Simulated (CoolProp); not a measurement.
Properties of R113 at several states (Tc = 487.2 K, pc = 3.392 MPa, ω = 0.253).

Values from CoolProp's reference Helmholtz-energy equation of state, Marx 1992.

```json
[
 {"T (K)": "302.7", "p (MPa)": "0.491", "phase": "liquid", "Z": "0.02353", "cp (kJ/(kg K))": "0.9216", "cv (kJ/(kg K))": "0.6737", "isothermal compressibility (1/MPa)": "0.001868", "expansivity (1/kK)": "1.542", "fugacity coefficient": "___"},
 {"T (K)": "406.7", "p (MPa)": "0.974", "phase": "liquid", "Z": "0.04270", "cp (kJ/(kg K))": "___", "cv (kJ/(kg K))": "0.7585", "isothermal compressibility (1/MPa)": "___", "expansivity (1/kK)": "___", "fugacity coefficient": "0.7751"},
 {"T (K)": "338.8", "p (MPa)": "1.25", "phase": "liquid", "Z": "0.05668", "cp (kJ/(kg K))": "___", "cv (kJ/(kg K))": "0.7044", "isothermal compressibility (1/MPa)": "0.002782", "expansivity (1/kK)": "___", "fugacity coefficient": "___"}
]
```

Problem. What belongs in the gaps?

Solution. 
- 302.7, fugacity coefficient: 0.1084
- 406.7, cp (kJ/(kg K)): 1.068
- 406.7, isothermal compressibility (1/MPa): 0.008533
- 406.7, expansivity (1/kK): 2.866
- 338.8, cp (kJ/(kg K)): 0.9575
- 338.8, expansivity (1/kK): 1.746
- 338.8, fugacity coefficient: 0.1407
